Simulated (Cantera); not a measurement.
An adiabatic, constant-volume homogeneous reactor starts with CH₄ : H₂ : O₂ : N₂ = 1 : 0.72 : 2.8 : 55.2 (molar parts), at 1198 K and 5.00 bar.

Cantera simulation using GRI-Mech 3.0 (53 species, 325 reactions); the numbers are that mechanism's predictions, not measurements.

Predict: time of steepest temperature rise; temperature at 3.00 s; equilibrium temperature; x(H₂) at 3.00 s; x(O₂) at 3.00 s; x(O) at 3.00 s.


| Quantity | Value |
|---|---|
| time of steepest temperature rise | 2.10 ms |
| temperature at 3.00 s | 1798 K |
| equilibrium temperature | 1796 K |
| x(H₂) at 3.00 s | 1.04e-5 (gas-phase equilibrium 1.04e-5) |
| x(O₂) at 3.00 s | 0.00735 (gas-phase equilibrium 0.00698) |
| x(O) at 3.00 s | 3.77e-6 (gas-phase equilibrium 3.60e-6) |
